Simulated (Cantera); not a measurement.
Cantera with NASA thermochemical tables; ideal gases at 1 bar, condensed phases pure. Values are per mole of reaction as written; species without (g) are pure solids or liquids, kept so even where they would boil at 1 bar.

Task: Between 300 and 548 K, where is each reaction favourable under standard conditions?
- 3 Ti₂O₃ + 6 TiCl₄ + O₃(g) = 12 TiOCl₂(g)
- 7 O₂(g) + 8 TiCl₃ = 12 Cl₂(g) + 2 Ti₄O₇

Result: 
- 3 Ti₂O₃ + 6 TiCl₄ + O₃(g) = 12 TiOCl₂(g): ΔG° is 2139 kJ at 300 K and 1707 kJ at 548 K; it stays positive (K < 1). ΔH° is 2603 kJ and ΔS° 1635 J/K at 548 K.
- 7 O₂(g) + 8 TiCl₃ = 12 Cl₂(g) + 2 Ti₄O₇: ΔG° is -1191 kJ at 300 K and -1311 kJ at 548 K; it stays negative (K > 1). ΔH° is -1060 kJ and ΔS° 458 J/K at 548 K.
